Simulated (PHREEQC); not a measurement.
A solution holds 0.0027 mol HF, 0.26 mol KOH and 0.00084 mol NaCl per kg of water, at 25 °C. Closed to the air; pH follows from the charge balance.

Equilibrium calculation in PHREEQC: ion-association model, phreeqc.dat.

```tsv
quantity	before	after
pH	13.24	13.22
NaF (mol/kgw)	6.19e-7	3.70e-5
```

What was changed between the two runs?
A. NaCl replaced by Na2HPO4 at the same molality
B. 0.19 mol/kgw KF added
C. KOH replaced by KNO3 at the same molality
D. 0.011 mol/kgw KCl added

B, 0.19 mol/kgw KF added

No solid was allowed to form.
